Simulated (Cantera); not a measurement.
A closed system holds: 1 mol FeS2, 0.75 mol O2, 0.75 mol H2O, at 10000 Pa.

These are equilibrium values from Cantera (NASA tables, ideal gas, pure condensed phases), not measurements of a reactor. Candidate condensed phases: Fe, FeO, Fe(OH)2, Fe(OH)3, FeS, FeSO4, FeS2, Fe2O3, Fe2(SO4)3, Fe3O4, H2O, H2SO4, S; 22 gas species. FeS: taken at fixed stoichiometry. Gases not in the tables: S3 to S7. Equilibrium is a limit: real reactors are often held back by kinetics, nucleation or transport.

Q: At 1048 K, list the 4 most abundant gas species with their mole fractions, and the condensed phases.

A: SO2 0.471, H2O 0.445, S2 0.0623, H2S 0.0163. Condensed: FeS(s).
